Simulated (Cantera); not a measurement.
An isothermal, constant-pressure homogeneous reactor starts with CO : O2 : H2O : N2 = 0.0092 : 0.0048 : 0.0017 : 1 (molar parts), equivalence ratio 0.96, at 1325 K and 1730 Torr. Integrator tolerance rtol = 1e-08.

Computed with Cantera and GRI-Mech 3.0 (53 species, 325 reactions).

Problem. What does this change do: temperature 1325 to 1450 K?

Solution. 
```csv
quantity,before,after
x(CO) at 2.00 s,1.62e-6 (gas-phase equilibrium 1.10e-7),5.54e-6 (gas-phase equilibrium 1.01e-6)
x(O2) at 2.00 s,0.000197 (gas-phase equilibrium 0.000190),0.000198 (gas-phase equilibrium 0.000182)
x(H2O) at 2.00 s,0.00168 (gas-phase equilibrium 0.00168),0.00168 (gas-phase equilibrium 0.00168)
x(CO2) at 2.00 s,0.00910 (gas-phase equilibrium 0.00910),0.00909 (gas-phase equilibrium 0.00910)
x(N2O) at 2.00 s,2.53e-8 (gas-phase equilibrium 1.75e-9),1.87e-8 (gas-phase equilibrium 3.34e-9)
x(OH) at 2.00 s,9.06e-7 (gas-phase equilibrium 2.55e-7),2.13e-6 (gas-phase equilibrium 9.04e-7)
x(H) at 2.00 s,5.26e-9 (gas-phase equilibrium 1.13e-10),2.19e-8 (gas-phase equilibrium 1.76e-9)
```

Problem. What does this change do: N2 1 to 2 parts?

Solution. 
```tsv
quantity	before	after
x(CO) at 2.00 s	1.62e-6 (gas-phase equilibrium 1.10e-7)	2.60e-6 (gas-phase equilibrium 7.83e-8)
x(O2) at 2.00 s	0.000197 (gas-phase equilibrium 0.000190)	1.00e-4 (gas-phase equilibrium 9.39e-5)
x(H2O) at 2.00 s	0.00168 (gas-phase equilibrium 0.00168)	0.000845 (gas-phase equilibrium 0.000845)
x(CO2) at 2.00 s	0.00910 (gas-phase equilibrium 0.00910)	0.00457 (gas-phase equilibrium 0.00457)
x(N2O) at 2.00 s	2.53e-8 (gas-phase equilibrium 1.75e-9)	3.96e-8 (gas-phase equilibrium 1.24e-9)
x(OH) at 2.00 s	9.06e-7 (gas-phase equilibrium 2.55e-7)	8.07e-7 (gas-phase equilibrium 1.52e-7)
x(H) at 2.00 s	5.26e-9 (gas-phase equilibrium 1.13e-10)	1.48e-8 (gas-phase equilibrium 9.57e-11)
```
